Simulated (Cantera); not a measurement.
An adiabatic, constant-volume homogeneous reactor starts with CH4 : O2 : N2 = 1 : 1.43 : 5.37 (molar parts), equivalence ratio 1.4, at 1798 K and 7500 Torr.

Detailed kinetics in Cantera: GRI-Mech 3.0 (53 species, 325 reactions). Above 3000 K some thermodynamic fits are extrapolated.

x: mole fraction; the columns are a selection and need not sum to one.

```csv
t (s),T (K),P (bar),x CH4,x O2,x HCN,x CO,x C2H6,x OH,x C2H
8.00e-6,1809,10.1,0.123,0.181,2.44e-11,0.000479,0.000621,1.53e-5,3.69e-11
1.78e-5,3242,19.9,1.10e-11,___,___,0.0871,<1e-12,___,<1e-12
3.98e-5,3247,19.9,1.52e-11,0.00313,2.40e-7,0.0876,<1e-12,0.0179,<1e-12
8.87e-5,3243,19.9,1.57e-11,0.00302,2.74e-7,0.0878,<1e-12,0.0176,<1e-12
0.000198,3243,19.9,1.57e-11,0.00302,2.75e-7,0.0878,<1e-12,0.0176,<1e-12
0.000441,3243,19.9,1.57e-11,0.00302,2.75e-7,0.0878,<1e-12,0.0176,<1e-12
0.000983,3243,19.9,1.57e-11,0.00302,2.75e-7,0.0878,<1e-12,0.0176,<1e-12
0.00219,3243,19.9,1.57e-11,0.00302,2.75e-7,0.0878,<1e-12,0.0176,<1e-12
0.00488,3243,19.9,1.57e-11,0.00302,2.75e-7,0.0878,<1e-12,0.0176,<1e-12
0.0109,3243,19.9,1.57e-11,0.00302,2.75e-7,0.0878,<1e-12,0.0176,<1e-12
0.0243,3243,19.9,1.57e-11,0.00302,2.75e-7,0.0878,<1e-12,0.0176,<1e-12
0.0541,3243,19.9,1.57e-11,0.00302,2.75e-7,0.0878,<1e-12,0.0176,<1e-12
0.121,3243,19.9,1.57e-11,0.00302,2.75e-7,0.0878,<1e-12,0.0176,<1e-12
0.269,3243,19.9,1.57e-11,0.00302,2.75e-7,0.0878,<1e-12,0.0176,<1e-12
0.600,3243,19.9,1.57e-11,0.00302,2.75e-7,0.0878,<1e-12,0.0176,<1e-12
```

Q: Complete the blanks.

A: 
- 1.78e-5, x O2: 0.00409
- 1.78e-5, x HCN: 6.18e-8
- 1.78e-5, x OH: 0.0199
